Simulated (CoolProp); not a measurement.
Vapour-liquid equilibrium of propylene (1) + R134a (2) at 2180 kPa; x and y are mole fractions of (1).

Values from CoolProp's multi-fluid Helmholtz-energy mixture model, Lemmon 2013 and Tillner-Roth 1994; pair parameters Bell 2016.

```json
[
 {"x": "0.05", "bubble temperature, mixture model (°C)": "68.1", "bubble temperature, Raoult's law (°C)": "70.3", "y, mixture model": "0.089", "y, Raoult's law": "0.071"},
 {"x": "0.2", "bubble temperature, mixture model (°C)": "60.3", "bubble temperature, Raoult's law (°C)": "67.3", "y, mixture model": "0.304", "y, Raoult's law": "0.268"},
 {"x": "0.35", "bubble temperature, mixture model (°C)": "55.1", "bubble temperature, Raoult's law (°C)": "64.4", "y, mixture model": "0.458", "y, Raoult's law": "0.444"},
 {"x": "0.5", "bubble temperature, mixture model (°C)": "52.0", "bubble temperature, Raoult's law (°C)": "61.6", "y, mixture model": "0.575", "y, Raoult's law": "0.599"},
 {"x": "0.65", "bubble temperature, mixture model (°C)": "50.3", "bubble temperature, Raoult's law (°C)": "58.9", "y, mixture model": "0.679", "y, Raoult's law": "0.737"},
 {"x": "0.8", "bubble temperature, mixture model (°C)": "50.0", "bubble temperature, Raoult's law (°C)": "56.2", "y, mixture model": "0.791", "y, Raoult's law": "0.859"},
 {"x": "0.95", "bubble temperature, mixture model (°C)": "51.6", "bubble temperature, Raoult's law (°C)": "53.7", "y, mixture model": "0.937", "y, Raoult's law": "0.967"}
]
```

The largest gap from Raoult's law is -9.6 K in bubble temperature, at x = 0.5. y crosses x between x = 0.65 and 0.8: the model has an azeotrope there.

Pair parameters are fitted to limited data, so mixtures are less certain than the pure fluids.
